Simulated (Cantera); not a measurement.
Input: 1 mol SiHCl3, 49 mol H2, held at 1352 °C and 0.510 bar.

Cantera equilibrium calculation (NASA polynomials, part measured and part estimated; ideal gas, pure solids and liquids). Candidate condensed phases: Si; 19 gas species. The tables' values for SiCl3 are old estimates; treat these amounts as uncertain. Kinetics and transport are ignored.

Question: What is the equilibrium state?

Answer: x(H2): 0.949
x(HCl): 0.0436
x(SiCl2): 0.00701
x(SiCl3): 0.000266
x(H): 9.62e-5
x(SiHCl3): 7.97e-5
x(SiH2Cl2): 4.57e-5
x(SiCl4): 2.35e-5
x(SiH3Cl): 7.86e-6
n(Si(s)): 0.620 mol
gas amount: 50.99 mol
